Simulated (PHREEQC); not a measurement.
Consider water at 20 °C with 15 mmol/kgw TMAH and 11 mmol/kgw CO2. Closed to the air; pH follows from the charge balance.

The numbers come from PHREEQC with the ion-association model, phreeqc.dat.

### Question
The ionic strength comes out as 0.0189 mol/kgw. What activity coefficients do HCO3-, CO3-2, OH- get?

### Answer
HCO3- 0.88, CO3-2 0.60, OH- 0.87.

Precipitation was switched off in this run. (CH3)4N+ isn't in the database: it is added as a free cation with an ion size of 4 Å.
